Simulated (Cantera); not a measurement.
What does this Cantera script print?

```python
import numpy as np
import cantera as ct

gas = ct.Solution("gri30.yaml")
gas.TPX = 1773, 25000, {'CH3OH': 0.75, 'O2': 0.6, 'N2': 4.08}
reactor = ct.IdealGasConstPressureReactor(gas, energy="on", clone=False)
net = ct.ReactorNet([reactor])
net.rtol, net.atol = 1e-08, 1e-16
show = ['CH3OH', 'O2', 'HCN', 'C2H', 'CH2', 'CH2CO', 'CH3']
times = np.geomspace(1e-06, 1, 10)

steps = ct.SolutionArray(gas, extra=["t"])
rows = []
print(f"{'t/s':>10s}{'T/K':>9s}{'P/Pa':>11s}" + "".join(f"{s:>11s}" for s in show))
for t in times:
    while net.time < t:
        t_next = net.step()
        steps.append(gas.state, t=t_next)
    rows.append([np.interp(t, steps.t, y) for y in (steps.T, steps.P, *steps(*show).X.T)])
    print(f"{t:10.3e}{rows[-1][0]:9.1f}{rows[-1][1]:11.4g}" + "".join(f"{x:11.3e}" for x in rows[-1][2:]))
rate = np.gradient(steps.T, steps.t)
print("integrator steps:", len(steps.t))
if steps.T.max() > steps.T[0] + 200:
    print(f"time of steepest temperature rise: {steps.t[rate.argmax()]:.4e} s")
gas.TPX = 1773, 25000, {'CH3OH': 0.75, 'O2': 0.6, 'N2': 4.08}
gas.equilibrate("HP")
print(f"equilibrium (HP): T = {gas.T:.1f} K  " + "  ".join(f"{s} {gas[s].X[0]:.3e}" for s in show))
```

Output:

```
       t/s      T/K       P/Pa      CH3OH         O2        HCN        C2H        CH2      CH2CO        CH3
 1.000e-06   1772.8    2.5e+04  1.380e-01  1.105e-01  2.370e-12  8.415e-15  5.684e-06  9.929e-13  2.489e-05
 4.642e-06   1772.4    2.5e+04  1.374e-01  1.101e-01  4.504e-11  2.610e-13  6.884e-06  2.025e-10  1.041e-04
 2.154e-05   1772.9    2.5e+04  1.332e-01  1.079e-01  4.055e-10  4.565e-12  6.755e-06  1.728e-08  2.058e-04
 1.000e-04   1966.9    2.5e+04  3.396e-02  6.117e-02  3.472e-08  1.259e-09  2.053e-05  1.743e-05  2.851e-04
 4.642e-04   2249.4    2.5e+04  1.670e-16  3.594e-03  1.662e-11  1.280e-20  4.114e-15  5.105e-18  2.274e-14
 2.154e-03   2395.1    2.5e+04  2.314e-16  2.027e-03  1.114e-10  7.183e-20  1.261e-14  1.781e-17  3.486e-14
 1.000e-02   2518.6    2.5e+04  4.281e-16  8.110e-04  2.139e-09  6.752e-19  5.233e-14  1.115e-16  1.342e-13
 4.642e-02   2523.2    2.5e+04  4.654e-16  7.178e-04  4.790e-09  8.036e-19  5.820e-14  1.318e-16  1.555e-13
 2.154e-01   2522.8    2.5e+04  4.661e-16  7.150e-04  5.011e-09  8.034e-19  5.818e-14  1.320e-16  1.557e-13
 1.000e+00   2522.8    2.5e+04  4.661e-16  7.150e-04  5.011e-09  8.034e-19  5.818e-14  1.320e-16  1.557e-13
integrator steps: 1578
time of steepest temperature rise: 1.1140e-04 s
equilibrium (HP): T = 2522.8 K  CH3OH 4.806e-16  O2 7.150e-04  HCN 5.011e-09  C2H 8.617e-19  CH2 6.111e-14  CH2CO 1.437e-16  CH3 1.825e-13
```

Cantera simulation using GRI-Mech 3.0 (53 species, 325 reactions); the numbers are that mechanism's predictions, not measurements. GRI-Mech 3.0 was tuned for natural gas; its chemistry of methanol as a main component is partial and can be far from experiment.
